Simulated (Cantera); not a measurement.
Input (Python, Cantera) and output of one run.

```python
import numpy as np
import cantera as ct

gas_names = """
    C CN CO CO2 C2 CCN CNC C2N2 C2O C3 C3O2 C4 C4N2 C5 N NCO NO NO2 NO3 N2 N2O O O2 O3 Si SiC SiC2 SiN
    SiO SiO2 Si2 Si2C Si2N Si3
""".split()
cond_names = """
    C(gr) Si(cr) Si(L) SiC(b) SiO2(Lqz) SiO2(hqz) SiO2(L) Si2N2O(s) Si3N4(a)
""".split()


# ... load() reads the species with a 1 bar reference pressure and builds the phases ...
atoms = {
    'SiO2': {'Si': 1, 'O': 2},
    'CO': {'C': 1, 'O': 1},
    'N2': {'N': 2},
}
top_T = {'C(gr)': 4500, 'SiC(b)': 3050, 'Si2N2O(s)': 2100, 'Si3N4(a)': 2400}  # K; cautious upper limits of use, not melting points


# ... equilibrate(T, P, feed) seeds the gas with the atoms and calls Mixture.equilibrate('TP', solver="vcs", rtol=1e-11, max_steps=5000) ...
results = []
feed = {'SiO2': 1, 'CO': 2.9, 'N2': 0.22}  # mol
T = 1225  # K
P = 10000  # Pa
mix = equilibrate(T, P, feed)
results.append((T, P, feed, dict(zip(mix.species_names, mix.species_moles))))
print(gas.report(threshold=1e-05))
for i in range(1, mix.n_phases):
    print(f"{mix.phase(i).name:16s} {mix.phase_moles(i):12.5e} mol")
```

Output:

```
       temperature   1225 K
          pressure   10000 Pa
           density   0.027519 kg/m^3
  mean mol. weight   28.029 kg/kmol
   phase of matter   gas

                          1 kg             1 kmol
                     ---------------   ---------------
          enthalpy       -2.6326e+06       -7.3788e+07  J
   internal energy        -2.996e+06       -8.3973e+07  J
           entropy            9358.5        2.6231e+05  J/K
    Gibbs function       -1.4097e+07       -3.9511e+08  J
 heat capacity c_p              1219             34166  J/K
 heat capacity c_v            922.31             25851  J/K

                      mass frac. Y      mole frac. X     chem. pot. / RT
                     ---------------   ---------------   ---------------
                CO           0.92763           0.92825           -39.386
               CO2         0.0018116         0.0011538           -76.939
                N2          0.070557          0.070594           -30.366
     [  +31 minor]        8.2374e-10        5.2351e-10

C(gr)             3.59559e-03 mol
Si(cr)            0.00000e+00 mol
SiC(b)            0.00000e+00 mol
SiO2(hqz)         1.00000e+00 mol
Si2N2O(s)         0.00000e+00 mol
Si3N4(a)          0.00000e+00 mol
```

Cantera equilibrium calculation (NASA polynomials, part measured and part estimated; ideal gas, pure solids and liquids). The tables hold silica as quartz up to 1696 K and as liquid above; real silica turns to tridymite and cristobalite and melts near 1996 K.
